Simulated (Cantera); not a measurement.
An isothermal, constant-pressure homogeneous reactor starts with 0.138 % CO, 8.52 % O₂, 5.33 % H₂O, 86.0 % N₂, equivalence ratio 0.0081, at 1500 K and 9.87 atm.

Computed with Cantera and GRI-Mech 3.0 (53 species, 325 reactions).

Problem. Predict: x(CO) at 2.00 s; x(O₂) at 2.00 s; x(H₂O) at 2.00 s; x(HO₂) at 2.00 s; x(OH) at 2.00 s; x(NO) at 2.00 s; x(O) at 2.00 s.

Solution. 
* **x(CO) at 2.00 s**: 7.38e-9 (gas-phase equilibrium 7.40e-9)
* **x(O₂) at 2.00 s**: 0.0845 (gas-phase equilibrium 0.0841)
* **x(H₂O) at 2.00 s**: 0.0534 (gas-phase equilibrium 0.0534)
* **x(HO₂) at 2.00 s**: 1.27e-7 (gas-phase equilibrium 1.27e-7)
* **x(OH) at 2.00 s**: 2.57e-5 (gas-phase equilibrium 2.56e-5)
* **x(NO) at 2.00 s**: 3.67e-7 (gas-phase equilibrium 0.000813)
* **x(O) at 2.00 s**: 3.75e-7 (gas-phase equilibrium 3.74e-7)
